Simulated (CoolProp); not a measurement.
n-undecane along the isotherm 346.85 °C: fugacity coefficient from the reference equation and from simpler models built on Tc = 365.7 °C, pc = 1990 kPa, ω = 0.539; each cubic takes its own stable root.

The numbers come from the reference Helmholtz-energy equation of state, Aleksandrov 2011 in CoolProp. It is a short technical equation, of lower accuracy than the large ones.

| p (kPa) | phase | reference |
|---|---|---|
| 15.7 | gas | 0.9966 |
| 23.1 | gas | 0.9950 |
| 33.9 | gas | 0.9926 |
| 49.8 | gas | 0.9892 |
| 73 | gas | 0.9841 |
| 107 | gas | 0.9768 |
| 157 | gas | 0.9660 |
| 231 | gas | 0.9501 |
| 339 | gas | 0.9272 |
| 498 | gas | 0.8937 |
| 730 | gas | 0.8454 |
| 1070 | gas | 0.7753 |
| 1570 | liquid | 0.6629 |
| 2310 | liquid | 0.4761 |
| 3390 | liquid | 0.3502 |
| 4980 | liquid | 0.2654 |

Q: How far does each simpler model (van der Waals, Redlich-Kwong, Soave-Redlich-Kwong) lie from the reference over these 16 states: mean and median of the absolute difference, and the worst?

A: 
- van der Waals: mean 7.5 %, median 1.7 %, worst +36.6 % at 346.85 °C and 4980 kPa
- Redlich-Kwong: mean 4.1 %, median 0.9 %, worst +18.6 % at 346.85 °C and 4980 kPa
- Soave-Redlich-Kwong: mean 2.9 %, median 0.8 %, worst +12.6 % at 346.85 °C and 4980 kPa

At some of these states van der Waals, Redlich-Kwong gives the other phase, because its saturation line lies elsewhere.
